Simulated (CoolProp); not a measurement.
Vapour-liquid equilibrium of n-hexane (1) + hexamethyldisiloxane (MM) (2) at 0.669 kPa; x and y are mole fractions of (1).

Computed with CoolProp (multi-fluid Helmholtz-energy mixture model, Thol 2019 and Thol 2016; pair parameters Bell 2016).

Question: Give the bubble temperature and the first vapour's composition at x = 0.05, 0.75, 0.95. Is there an azeotrope?

Answer: x = 0.05: 260.2 K, y = 0.193; x = 0.75: 242.1 K, y = 0.955; x = 0.95: 238.9 K, y = 0.994. No azeotrope shows between x = 0.05 and 0.95.

The pair parameters rest on a limited set of measurements; away from them the model extrapolates.
